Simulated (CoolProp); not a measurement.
Vapour pressure (MPa) of R236EA: the reference equation beside estimates from Tc = 412.4 K, pc = 3.414 MPa, ω = 0.368.

Computed with CoolProp (reference Helmholtz-energy equation of state, Rui 2013).

```json
[
 {"T (K)": "329.9", "reference": "0.5514", "van der Waals": "1.308", "Soave-Redlich-Kwong": "0.5571", "Peng-Robinson": "0.5502"},
 {"T (K)": "332.4", "reference": "0.5905", "van der Waals": "1.355", "Soave-Redlich-Kwong": "0.5969", "Peng-Robinson": "0.5894"},
 {"T (K)": "334.9", "reference": "0.6317", "van der Waals": "1.402", "Soave-Redlich-Kwong": "0.6389", "Peng-Robinson": "0.6307"},
 {"T (K)": "337.4", "reference": "0.6751", "van der Waals": "1.450", "Soave-Redlich-Kwong": "0.6831", "Peng-Robinson": "0.6742"},
 {"T (K)": "340", "reference": "0.7225", "van der Waals": "1.502", "Soave-Redlich-Kwong": "0.7315", "Peng-Robinson": "0.7218"},
 {"T (K)": "342.5", "reference": "0.7704", "van der Waals": "1.552", "Soave-Redlich-Kwong": "0.7803", "Peng-Robinson": "0.7699"},
 {"T (K)": "345", "reference": "0.8207", "van der Waals": "1.604", "Soave-Redlich-Kwong": "0.8316", "Peng-Robinson": "0.8205"},
 {"T (K)": "347.5", "reference": "0.8735", "van der Waals": "1.657", "Soave-Redlich-Kwong": "0.8854", "Peng-Robinson": "0.8735"},
 {"T (K)": "350", "reference": "0.9287", "van der Waals": "1.710", "Soave-Redlich-Kwong": "0.9418", "Peng-Robinson": "0.9291"},
 {"T (K)": "352.5", "reference": "0.9866", "van der Waals": "1.765", "Soave-Redlich-Kwong": "1.001", "Peng-Robinson": "0.9874"},
 {"T (K)": "355.1", "reference": "1.050", "van der Waals": "1.823", "Soave-Redlich-Kwong": "1.065", "Peng-Robinson": "1.051"},
 {"T (K)": "357.6", "reference": "1.113", "van der Waals": "1.880", "Soave-Redlich-Kwong": "1.130", "Peng-Robinson": "1.115"}
]
```

Absolute difference from the reference over all 12 rows, mean and median: van der Waals 100.3 and 98.4 %, Soave-Redlich-Kwong 1.3 and 1.3 %, Peng-Robinson 0.1 and 0.1 %.
